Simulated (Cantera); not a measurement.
Feed: 1 mol SiCl4, 24 mol NH3, 0.59 mol H2, equilibrated at 5.20 Pa.

Cantera equilibrium calculation (NASA polynomials, part measured and part estimated; ideal gas, pure solids and liquids). Candidate condensed phases: NH4Cl, Si, Si3N4; 28 gas species. The tables' values for SiCl, SiCl3, SiN are old estimates; treat these amounts as uncertain. Kinetics and transport are ignored.

x: gas mole fraction; n: condensed amount in mol.

```tsv
T (K)	x H2	x H	x N2	x HCl	x Cl	x Si	x SiCl2	n Si3N4(s)	n Si(s)
873	0.693	5.40e-9	0.227	0.0801	6.18e-10	<1e-12	1.87e-8	0.333	0
973	0.693	1.25e-7	0.227	0.0801	1.36e-8	<1e-12	8.06e-7	0.333	0
1073	0.693	1.62e-6	0.227	0.0801	1.69e-7	<1e-12	1.71e-5	0.333	0
1173	0.693	…	0.227	0.0797	…	…	…	0.330	0
1273	0.694	8.24e-5	0.228	0.0767	7.74e-6	2.58e-8	0.00163	0.306	0
1373	0.696	0.000385	0.231	0.0654	3.00e-5	3.01e-6	0.00712	0.214	0
1473	0.695	0.00146	0.237	0.0532	9.07e-5	0.000105	0.0128	0	0.343
1573	0.692	0.00469	0.236	0.0519	0.000280	0.00106	0.0132	0	0.265
1673	0.680	0.0130	0.234	0.0525	0.000784	0.00665	0.0121	0	0
1773	0.654	0.0319	0.230	0.0621	0.00233	0.0125	0.00578	0	0
1873	0.616	…	0.224	0.0649	…	0.0162	…	0	0
1973	0.557	0.140	0.215	0.0594	0.0111	0.0171	0.000441	0	0
2073	0.466	0.249	0.201	0.0479	0.0189	0.0165	9.32e-5	0	0
```

What belongs in the gaps?


- 1173, x H: 1.36e-5
- 1173, x Cl: 1.37e-6
- 1173, x Si: 9.67e-11
- 1173, x SiCl2: 0.000212
- 1873, x H: 0.0703
- 1873, x Cl: 0.00561
- 1873, x SiCl2: 0.00183
